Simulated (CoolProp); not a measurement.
A Linde-Hampson liquefier for ethylene: isothermal reversible compression at 320 K from 1 atm to 20 MPa, throttling to 1 atm, return gas leaving the recuperator 2 K below the feed. Each further row changes one setting.

Model: reference Helmholtz-energy equation of state, Smukala 2000, in CoolProp.

```json
[
 {"case": "as stated", "liquid yield per pass": "0.414", "compression work (kJ/kg of gas)": "418"},
 {"case": "high pressure 40 MPa", "liquid yield per pass": "0.425", "compression work (kJ/kg of gas)": "468"},
 {"case": "warm-end temperature 350 K", "liquid yield per pass": "0.328", "compression work (kJ/kg of gas)": "483"},
 {"case": "warm-end gap 7 K", "liquid yield per pass": "0.407", "compression work (kJ/kg of gas)": "418"}
]
```
